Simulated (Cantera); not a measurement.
**Equilibrium for boron, boron nitride and boron oxide: borazine + O₂**

Feed: 1 mol borazine, a varied amount of O₂, equilibrated at 825 K and 0.133 bar.

These are equilibrium values from Cantera (NASA tables, ideal gas, pure condensed phases), not measurements of a reactor. Candidate condensed phases: B, BN, B₂O₃, B₃O₃H₃, H₂O; 39 gas species. The feed counts by its element totals alone. Gases not in the tables: H₃BO₃. The numbers say what is thermodynamically allowed, not how fast it happens.

From 0.19 mol O₂ to 1.8 mol O₂ the condensed part is BN(s) + B₂O₃(l). From 2.8 mol O₂ to 6.7 mol O₂ the condensed part is B₂O₃(l).

| n(O₂) (mol) | log p H₂ | log p H₂O | log p O₂ | log p N₂ | log p (HBO₂)₃ | n BN(s) | n B₂O₃(l) |
|---|---|---|---|---|---|---|---|
| 0.19 | -0.89 | -3.65 | <-12 | -2.27 | -6.58 | 2.75 | 0.125 |
| 0.29 | -0.90 | -3.60 | <-12 | -2.10 | -6.50 | 2.62 | 0.191 |
| 0.46 | -0.92 | -3.55 | <-12 | -1.91 | -6.43 | 2.39 | 0.304 |
| 0.72 | -0.94 | -3.51 | <-12 | -1.74 | -6.38 | 2.05 | 0.477 |
| 1.1 | -0.97 | -3.49 | <-12 | -1.58 | -6.35 | 1.54 | 0.730 |
| 1.8 | -1.02 | -3.49 | <-12 | -1.42 | -6.34 | 0.607 | 1.20 |
| 2.8 | -1.25 | -1.50 | <-12 | -1.35 | -3.35 | 0 | 1.48 |
| 4.3 | <-12 | -1.11 | -1.84 | -1.40 | -2.78 | 0 | 1.41 |
| 6.7 | <-12 | -1.28 | -1.28 | -1.57 | -3.03 | 0 | 1.42 |
log p: log10 of the partial pressure in bar; n: condensed amount in mol.
